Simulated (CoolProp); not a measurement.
A Linde-Hampson liquefier for normal hydrogen: isothermal reversible compression at 300 K from 1 atm to 10 MPa, throttling to 1 atm, return gas leaving the recuperator 10 K below the feed. Each further row changes one setting.

The numbers come from the reference Helmholtz-energy equation of state, Leachman 2009 in CoolProp.

```
case                        compression work (kJ/kg of gas)
--------------------------  -------------------------------
as stated                                              5750
high pressure 20 MPa                                   6690
warm-end temperature 330 K                             6320
warm-end gap 15 K                                      5750
```
